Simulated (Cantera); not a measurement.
A closed system holds: 1 mol SiC, 0.7 mol CO₂, 1.5 mol H₂, equilibrated at 1175 °C and 0.00133 bar.

These are equilibrium values from Cantera (NASA tables, ideal gas, pure condensed phases), not measurements of a reactor. Candidate condensed phases: C, C₆H₆, C₇H₈, C₈H₁₈, H₂O, Si, SiC, SiO₂; 123 gas species. Mutual solubility and eutectic melting of coexisting phases are not modelled. The tables hold silica as quartz up to 1696 K and as liquid above; real silica turns to tridymite and cristobalite and melts near 1996 K. The numbers say what is thermodynamically allowed, not how fast it happens.

Base state: H₂ 0.592, CO 0.378, SiO 0.0299, H 0.000195 (mole fractions); condensed: SiC(s) + SiO₂(β-quartz).

**Question.** What changes in the equilibrium state with this change: pressure from 0.00133 bar to 9.90e-5 bar?

**Answer.** 
```
species                before     after
-------------------  --------  --------
H₂                      0.592     0.517
CO                      0.378     0.362
SiO                    0.0299     0.121
H                    0.000195  0.000667
SiC(s), mol             0.741     0.650
SiO₂(β-quartz), mol     0.183         0
```

**Question.** What changes in the equilibrium state with this change: temperature from 1175 °C to 1302 °C?

**Answer.** 
```tsv
species	before	after
H₂	0.592	0.517
CO	0.378	0.362
SiO	0.0299	0.121
H	0.000195	0.000818
SiC(s), mol	0.741	0.650
SiO₂(β-quartz), mol	0.183	0
```
